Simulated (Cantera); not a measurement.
Source: NASA polynomial tables (part measured, part estimated), evaluated in Cantera. Values are per mole of reaction as written; species without (g) are pure solids or liquids, kept so even where they would boil at 1 bar.

1.5 Ni + S₂(g) = 0.5 Ni₃S₄

```json
[
 {"T (K)": "473", "ΔH° (kJ)": "-276.8", "ΔS° (J/K)": "-174.2", "ΔG° (kJ)": "-194.4", "log10 K": "21.47"},
 {"T (K)": "498", "ΔH° (kJ)": "[?]", "ΔS° (J/K)": "[?]", "ΔG° (kJ)": "[?]", "log10 K": "[?]"},
 {"T (K)": "523", "ΔH° (kJ)": "[?]", "ΔS° (J/K)": "[?]", "ΔG° (kJ)": "[?]", "log10 K": "[?]"},
 {"T (K)": "548", "ΔH° (kJ)": "-275.6", "ΔS° (J/K)": "-171.8", "ΔG° (kJ)": "-181.4", "log10 K": "17.29"},
 {"T (K)": "573", "ΔH° (kJ)": "-275.1", "ΔS° (J/K)": "-171.1", "ΔG° (kJ)": "-177.1", "log10 K": "16.15"},
 {"T (K)": "598", "ΔH° (kJ)": "-274.8", "ΔS° (J/K)": "-170.4", "ΔG° (kJ)": "-172.9", "log10 K": "15.10"}
]
```

**Question.** Some entries are withheld; supply them.

**Answer.** 
- 498, ΔH° (kJ): -276.4
- 498, ΔS° (J/K): -173.4
- 498, ΔG° (kJ): -190.0
- 498, log10 K: 19.93
- 523, ΔH° (kJ): -276.0
- 523, ΔS° (J/K): -172.6
- 523, ΔG° (kJ): -185.7
- 523, log10 K: 18.55
